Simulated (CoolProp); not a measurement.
Vapour-liquid equilibrium of CHF3 (R23) (1) + R125 (2) at 0.699 MPa; x and y are mole fractions of (1).

Computed with CoolProp (multi-fluid Helmholtz-energy mixture model, Penoncello 2003 and Lemmon 2005; pair parameters Bell 2016).

Question: Give the bubble temperature and the first vapour's composition at x = 0.05, 0.5, 0.8. Is there an azeotrope?

Answer: x = 0.05: 271.2 K, y = 0.128; x = 0.5: 247.7 K, y = 0.775; x = 0.8: 237.9 K, y = 0.935. No azeotrope shows between x = 0.05 and 0.95.

The pair parameters rest on a limited set of measurements; away from them the model extrapolates.
